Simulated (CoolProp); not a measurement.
Vapour pressure (MPa) of dimethyl carbonate: the reference equation beside estimates from Tc = 557.0 K, pc = 4.909 MPa, ω = 0.346.

The numbers come from the reference Helmholtz-energy equation of state, Zhou 2011 in CoolProp.

| T (K) | reference | Lee-Kesler | Redlich-Kwong |
|---|---|---|---|
| 374.9 | 0.1449 | 0.1435 | 0.3055 |
| 399 | 0.2809 | 0.2824 | 0.5199 |
| 423.2 | 0.5008 | 0.5084 | 0.8267 |
| 447.3 | 0.8311 | 0.8483 | 1.240 |
| 471.5 | 1.308 | 1.337 | 1.781 |
| 495.7 | 1.969 | 2.011 | 2.461 |
| 519.8 | 2.861 | 2.912 | 3.293 |
| 544 | 4.072 | 4.112 | 4.296 |

Absolute difference from the reference over all 8 rows, mean and median: Lee-Kesler 1.5 and 1.7 %, Redlich-Kwong 49.0 and 42.7 %.
